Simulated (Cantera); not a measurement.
A closed system holds: 1 mol Fe(CO)5, 2.5 mol O2, 0.11 mol N2, held at 1498 K and 13.3 mbar.

Equilibrium computed with Cantera from the NASA thermochemical tables; the gas is ideal and each condensed phase is pure. Candidate condensed phases: C, Fe, Fe(CO)5, FeO, Fe2O3, Fe3O4; 27 gas species. The tables' stoichiometric FeO is somewhat more stable than real wüstite, so its field is too wide. FeO: taken at fixed stoichiometry. Rates play no part.

Base state: CO2 0.783, CO 0.196, N2 0.0215 (mole fractions); condensed: FeO(s).

Problem. What changes in the equilibrium state with this change: Fe(CO)5 replaced by Pb?

Solution. 
```
species       before     after
-----------  -------  --------
O2           2.71e-8     0.646
PbO                0     0.303
N2            0.0215    0.0349
CO2            0.783         0
CO             0.196         0
Pb                 0    0.0159
NO           7.19e-8  0.000447
O            5.62e-9   2.75e-5
FeO(s), mol    1.000         0
```
Gases not in the tables: (PbO)n polymers. Further candidate phases: Pb, PbO, PbO2, Pb3O4.
